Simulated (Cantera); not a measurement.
A closed system holds: 1 mol CaO, a varied amount of HF, equilibrated at 1250 K and 1.00 Pa.

Method: chemical equilibrium by Gibbs-energy minimisation in Cantera with the NASA 1993 tables (ideal gas, pure condensed phases). Candidate condensed phases: Ca, CaF2, CaO, Ca(OH)2, H2O; 29 gas species. Mutual solubility and eutectic melting of coexisting phases are not modelled. The numbers say what is thermodynamically allowed, not how fast it happens.

Which condensed phases are stable at each of these points (n(HF) (mol)): 2.6, 5.3, 8, 11, 13, 16, 19, 21?


```csv
n(HF) (mol),condensed phases,Ca condensed (%)
2.6,CaF2(s) + CaO(s),99.9
5.3,CaF2(s),99.9
8,CaF2(s),99.8
11,CaF2(s),99.7
13,CaF2(s),99.6
16,CaF2(s),99.5
19,CaF2(s),99.4
21,CaF2(s),99.4
```

At 2.6 mol HF the condensed part is CaF2(s) + CaO(s). From 5.3 mol HF to 21 mol HF the condensed part is CaF2(s).
